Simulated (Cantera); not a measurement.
## Silicon carbide growth: CH₃SiH₃ + C₂H₂ + H₂ + C₂H₄

Feed: 1 mol CH₃SiH₃, 0.014 mol C₂H₂, 13 mol H₂, 0.15 mol C₂H₄, at 1330 Pa.

Equilibrium computed with Cantera from the NASA thermochemical tables; the gas is ideal and each condensed phase is pure. Candidate condensed phases: C, C₆H₆, C₇H₈, C₈H₁₈, Si, SiC; 87 gas species. The feed counts by its element totals alone. Gases not in the tables: Si₂H₆ and higher silanes. Kinetics and transport are ignored.

```csv
T (K),log p H₂,log p H,log p Si,log p C₂H₂ (acetylene),log p SiC₂,log p Si₂C,log p SiH,n C(graphite),n SiC(s)
1375,-1.88,-6.40,-11.76,-7.63,<-13,<-13,-11.94,0.327,1.00
1475,-1.88,-5.82,-10.42,-7.05,-13.27,-13.32,-10.81,0.327,1.00
1575,-1.88,-5.32,-9.26,-6.55,-11.75,-11.83,-9.82,0.327,1.000
1675,-1.88,-4.87,-8.23,-6.11,-10.41,-10.52,-8.95,0.326,1.000
1775,-1.88,-4.48,-7.33,-5.72,-9.23,-9.36,-8.18,0.323,1.000
1875,-1.88,-4.12,-6.52,-5.38,-8.17,-8.33,-7.49,0.318,1.000
1975,-1.88,-3.80,-5.79,-5.07,-7.23,-7.40,-6.88,0.309,0.998
2075,-1.89,-3.52,-5.14,-4.79,-6.37,-6.57,-6.32,0.297,0.989
2175,-1.90,-3.26,-4.54,-4.55,-5.60,-5.81,-5.82,0.294,0.955
```
log p: log10 of the partial pressure in bar; n: condensed amount in mol.

From 1375 K to 2175 K the condensed part is C(graphite) + SiC(s).
